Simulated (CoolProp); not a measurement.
Vapour-liquid equilibrium of o-xylene (1) + n-decane (2) at 375.8 K; x and y are mole fractions of (1).

Values from CoolProp's multi-fluid Helmholtz-energy mixture model, Zhou 2012 and Lemmon 2006; pair parameters Bell 2016.

| x | bubble pressure (MPa) | y at the bubble point | dew pressure at overall composition x (MPa) | liquid density (mol/L) |
|---|---|---|---|---|
| 0.05 | 0.01153 | 0.124 | 0.01097 | 4.774 |
| 0.125 | 0.01291 | 0.278 | 0.01154 | 4.929 |
| 0.2 | 0.01429 | 0.403 | 0.01217 | 5.092 |
| 0.275 | 0.01569 | 0.507 | 0.01288 | 5.264 |
| 0.35 | 0.01708 | 0.593 | 0.01367 | 5.446 |
| 0.425 | 0.01847 | 0.667 | 0.01457 | 5.640 |
| 0.5 | 0.01985 | 0.730 | 0.01559 | 5.845 |
| 0.575 | 0.02123 | 0.784 | 0.01677 | 6.063 |
| 0.65 | 0.02261 | 0.833 | 0.01813 | 6.296 |
| 0.725 | 0.02398 | 0.876 | 0.01974 | 6.544 |
| 0.8 | 0.02535 | 0.914 | 0.02165 | 6.809 |
| 0.875 | 0.02672 | 0.949 | 0.02396 | 7.094 |
| 0.95 | 0.02809 | 0.980 | 0.02677 | 7.399 |

No azeotrope shows between x = 0.05 and 0.95.

The pair parameters rest on a limited set of measurements; away from them the model extrapolates.
